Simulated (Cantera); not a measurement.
Charge: 1 mol MgO, 0.45 mol C, 0.76 mol H₂, held at 1373 K and 400000 Pa.

Equilibrium computed with Cantera from the NASA thermochemical tables; the gas is ideal and each condensed phase is pure. Rates play no part.

```
species            before    after
----------------  -------  -------
H₂                  0.981    0.989
CH₄                0.0194   0.0108
CO                1.91e-5  3.49e-5
Mg                1.91e-5  3.48e-5
C(graphite), mol    0.436    0.442
MgO(s), mol         1.000    1.000
```
Gas species are given as mole fractions.

Which change was made?
A. pressure from 400000 Pa to 110 Pa
B. temperature from 1373 K to 2300 K
C. pressure from 400000 Pa to 220000 Pa
D. temperature from 1373 K to 1625 K

C, pressure from 400000 Pa to 220000 Pa
